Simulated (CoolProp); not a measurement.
The numbers come from the reference Helmholtz-energy equation of state, Kamei 1995 in CoolProp.

**Question.** Give the vapour pressure (kPa), liquid density (kg/m³), enthalpy of vaporisation (kJ/kg), surface tension (mN/m) of saturated R22 at 15.95 °C.

**Answer.** 
```csv
T (°C),p (kPa),liquid density (kg/m³),enthalpy of vaporisation (kJ/kg),surface tension (mN/m)
15.95,811,1230,191,9.42
```

Surface tension comes from a separate correlation (Mulero 2012).
